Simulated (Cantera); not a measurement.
A closed system holds: 1 mol Si₃H₈, 0.068 mol HCl, 230 mol H₂, held at 17000 Pa.

Method: chemical equilibrium by Gibbs-energy minimisation in Cantera with the NASA 1993 tables (ideal gas, pure condensed phases). Candidate condensed phases: Si; 19 gas species. The feed counts by its element totals alone. Equilibrium is a limit: real reactors are often held back by kinetics, nucleation or transport.

Task: At 1575 K, list the 3 most abundant gas species with their mole fractions, and the condensed phases.

Result: H₂ 1.000, HCl 0.000290, H 0.000101. Condensed: Si(s).
